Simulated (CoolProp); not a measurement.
Vapour-liquid equilibrium of propane (1) + isohexane (2) at 0.468 MPa; x and y are mole fractions of (1).

Values from CoolProp's multi-fluid Helmholtz-energy mixture model, Lemmon 2009 and Lemmon 2006; pair parameters Bell 2016.

| x | bubble temperature (K) | y at the bubble point | dew temperature at overall composition x (K) | liquid density (mol/L) |
|---|---|---|---|---|
| 0.05 | 374.5 | 0.320 | 388.6 | 6.745 |
| 0.125 | 352.8 | 0.625 | 385.0 | 7.213 |
| 0.2 | ? | 0.785 | 381.1 | 7.642 |
| 0.275 | 322.8 | ? | 377.0 | 8.042 |
| 0.35 | 312.8 | 0.915 | 372.7 | 8.426 |
| 0.425 | 304.8 | 0.943 | ? | 8.804 |
| 0.5 | 298.3 | 0.961 | 362.8 | 9.183 |
| 0.575 | 292.8 | 0.973 | 357.1 | 9.568 |
| 0.65 | ? | 0.981 | 350.6 | 9.963 |
| 0.725 | 284.2 | 0.987 | 343.0 | 10.37 |
| 0.8 | ? | 0.992 | 333.8 | 10.79 |
| 0.875 | 277.5 | 0.995 | 321.6 | 11.23 |
| 0.95 | ? | ? | ? | 11.69 |

Problem. Complete the blanks.

Solution. 
- 0.2, bubble temperature (K): 335.9
- 0.275, y at the bubble point: 0.869
- 0.425, dew temperature at overall composition x (K): 368.0
- 0.65, bubble temperature (K): 288.2
- 0.8, bubble temperature (K): 280.7
- 0.95, bubble temperature (K): 274.5
- 0.95, y at the bubble point: 0.998
- 0.95, dew temperature at overall composition x (K): 302.5

No azeotrope shows between x = 0.05 and 0.95.

The pair parameters rest on a limited set of measurements; away from them the model extrapolates.
